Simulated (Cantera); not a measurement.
What does this Cantera script print?

```python
import numpy as np
import cantera as ct

gas = ct.Solution("h2o2.yaml")
gas.TPX = 1325, 530, {'H2': 0.45, 'O2': 1}
reactor = ct.IdealGasConstPressureReactor(gas, energy="off", clone=False)
net = ct.ReactorNet([reactor])
net.rtol, net.atol = 1e-08, 1e-18
show = ['H2', 'O2', 'H', 'H2O2', 'H2O', 'OH', 'HO2']
times = np.geomspace(0.0002, 20, 9)

steps = ct.SolutionArray(gas, extra=["t"])
rows = []
print(f"{'t/s':>10s}{'T/K':>9s}{'P/Pa':>11s}" + "".join(f"{s:>11s}" for s in show))
for t in times:
    while net.time < t:
        t_next = net.step()
        steps.append(gas.state, t=t_next)
    rows.append([np.interp(t, steps.t, y) for y in (steps.T, steps.P, *steps(*show).X.T)])
    print(f"{t:10.3e}{rows[-1][0]:9.1f}{rows[-1][1]:11.4g}" + "".join(f"{x:11.3e}" for x in rows[-1][2:]))
rate = np.gradient(steps.T, steps.t)
print("integrator steps:", len(steps.t))
if steps.T.max() > steps.T[0] + 200:
    print(f"time of steepest temperature rise: {steps.t[rate.argmax()]:.4e} s")
gas.TPX = 1325, 530, {'H2': 0.45, 'O2': 1}
gas.equilibrate("TP")
print(f"equilibrium (TP): T = {gas.T:.1f} K  " + "  ".join(f"{s} {gas[s].X[0]:.3e}" for s in show))
```

Output:

```
       t/s      T/K       P/Pa         H2         O2          H       H2O2        H2O         OH        HO2
 2.000e-04   1325.0        530  3.103e-01  6.897e-01  2.476e-07  3.543e-10  2.168e-07  7.306e-08  1.324e-07
 8.434e-04   1325.0        530  3.100e-01  6.895e-01  1.597e-04  6.093e-09  2.312e-04  5.038e-05  6.025e-07
 3.557e-03   1325.0        530  2.073e-02  5.223e-01  1.164e-01  1.345e-07  2.235e-01  1.850e-02  2.864e-06
 1.500e-02   1325.0        530  1.935e-02  5.354e-01  9.849e-02  1.490e-07  2.413e-01  1.810e-02  3.054e-06
 6.325e-02   1325.0        530  1.274e-02  5.781e-01  4.397e-02  1.927e-07  3.000e-01  1.525e-02  3.578e-06
 2.667e-01   1325.0        530  1.706e-03  6.253e-01  1.862e-03  1.348e-07  3.593e-01  5.784e-03  2.435e-06
 1.125e+00   1325.0        530  8.513e-05  6.319e-01  2.052e-05  3.019e-08  3.664e-01  1.300e-03  3.313e-07
 4.743e+00   1325.0        530  8.458e-06  6.325e-01  6.458e-07  6.727e-09  3.671e-01  4.109e-04  5.823e-08
 2.000e+01   1325.0        530  1.530e-06  6.326e-01  4.990e-08  1.985e-09  3.672e-01  1.750e-04  4.723e-08
integrator steps: 1822
equilibrium (TP): T = 1325.0 K  H2 8.566e-07  O2 6.326e-01  H 2.093e-08  H2O2 1.407e-09  H2O 3.673e-01  OH 1.309e-04  HO2 5.588e-08
```

Cantera simulation using the H2/O2 subset of GRI-Mech 3.0, which has no nitrogen chemistry; the numbers are that mechanism's predictions, not measurements. Radical loss at walls, strong at low pressure, is not modelled. The temperature is held fixed by assumption; the heat of reaction is taken as removed at once.
